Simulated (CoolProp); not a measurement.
Propyne at 377.78 K and 0.675 MPa is throttled through a valve to 0.0335 MPa with no heat exchange. Each further row changes one setting.

Values from CoolProp's reference Helmholtz-energy equation of state, Polt 1992. This equation is an older, rougher fit.

| case | temperature change (K) | final density (kg/m³) |
|---|---|---|
| as stated | … | 0.437 |
| outlet pressure 0.01 MPa | … | … |
| outlet pressure 0.0436 MPa | -7.2 | 0.569 |

Task: Complete the blanks.

Result: 
- as stated, temperature change (K): -7.3
- outlet pressure 0.01 MPa, temperature change (K): -7.6
- outlet pressure 0.01 MPa, final density (kg/m³): 0.130
